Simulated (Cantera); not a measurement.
A Cantera script and what it prints.

```python
import numpy as np
import cantera as ct

gas_names = [...]  # 97 gases of nasa_gas.yaml made of Al, C, H, N
cond_names = """
    AL(cr) AL(L) ALN(s) C(gr) C6H6(L) C7H8(L) C8H18(L),n-octa
""".split()


# ... load() reads the species with a 1 bar reference pressure and builds the phases ...
atoms = {
    'Al(CH3)3': {'AL': 1, 'C': 3, 'H': 9},
    'NH3': {'N': 1, 'H': 3},
    'N2': {'N': 2},
}
top_T = {'ALN(s)': 2750, 'C(gr)': 4500}  # K; cautious upper limits of use, not melting points


# ... equilibrate(T, P, feed) seeds the gas with the atoms and calls Mixture.equilibrate('TP', solver="vcs", rtol=1e-11, max_steps=5000) ...
results = []
feed = {'Al(CH3)3': 1, 'NH3': 2.2, 'N2': 5.5}  # mol
T = 623.15  # K
P = 10000  # Pa
mix = equilibrate(T, P, feed)
results.append((T, P, feed, dict(zip(mix.species_names, mix.species_moles))))
print(gas.report(threshold=1e-06))
for i in range(1, mix.n_phases):
    print(f"{mix.phase(i).name:16s} {mix.phase_moles(i):12.5e} mol")
```

Output:

```
       temperature   623.15 K
          pressure   10000 Pa
           density   0.037652 kg/m^3
  mean mol. weight   19.508 kg/kmol
   phase of matter   gas

                          1 kg             1 kmol
                     ---------------   ---------------
          enthalpy       -3.6468e+05       -7.1141e+06  J
   internal energy       -6.3027e+05       -1.2295e+07  J
           entropy             11726        2.2875e+05  J/K
    Gibbs function       -7.6717e+06       -1.4966e+08  J
 heat capacity c_p            1831.9             35737  J/K
 heat capacity c_v            1405.7             27423  J/K

                      mass frac. Y      mole frac. X     chem. pot. / RT
                     ---------------   ---------------   ---------------
               CH4           0.19657           0.23902           -41.596
                H2          0.022429           0.21703           -20.304
               NH3        0.00018441        0.00021123           -43.815
                N2           0.78082           0.54373           -26.717
     [  +93 minor]        3.9994e-07        2.5948e-07

AL(cr)            0.00000e+00 mol
ALN(s)            1.00000e+00 mol
C(gr)             3.18969e-01 mol
```

Method: chemical equilibrium by Gibbs-energy minimisation in Cantera with the NASA 1993 tables (ideal gas, pure condensed phases). The feed counts by its element totals alone.
